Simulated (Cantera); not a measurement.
A perfectly stirred reactor is fed with 2.67 % CO, 1.91 % O₂, 0.0210 % H₂O, 95.4 % N₂, equivalence ratio 0.70, at 1.90 bar; it is held at 1025 K, and followed from long to short residence time.

Model: GRI-Mech 3.0 (53 species, 325 reactions), integrated in Cantera.

### Question
Predict: x(CO) at τ = 20.0 s; x(O₂) at τ = 20.0 s; x(H₂O) at τ = 20.0 s; x(CO₂) at τ = 20.0 s; x(H) at τ = 20.0 s; x(CO) at τ = 24.0 ms; x(O₂) at τ = 24.0 ms; x(H₂O) at τ = 24.0 ms; x(CO₂) at τ = 24.0 ms.

### Answer
| Item | Value |
|---|---|
| x(CO) at τ = 20.0 s | 0.0111 |
| x(O₂) at τ = 20.0 s | 0.0113 |
| x(H₂O) at τ = 20.0 s | 0.000208 |
| x(CO₂) at τ = 20.0 s | 0.0159 |
| x(H) at τ = 20.0 s | 1.10e-8 |
| x(CO) at τ = 24.0 ms | 0.0267 |
| x(O₂) at τ = 24.0 ms | 0.0191 |
| x(H₂O) at τ = 24.0 ms | 0.000210 |
| x(CO₂) at τ = 24.0 ms | 1.90e-7 |
